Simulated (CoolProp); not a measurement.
Values from CoolProp's reference Helmholtz-energy equation of state, Thol 2019.

Problem. Give the vapour pressure (MPa), vapour density (kg/m³), liquid conductivity (mW/(m K)) of saturated n-pentane at 339.6, 364.2 K.

Solution. 
| T (K) | p (MPa) | vapour density (kg/m³) | liquid conductivity (mW/(m K)) |
|---|---|---|---|
| 339.6 | 0.257 | 7.19 | 97.6 |
| 364.2 | 0.482 | 13.2 | 90.1 |

Thermal conductivity comes from a separate model (Vassiliou 2015).
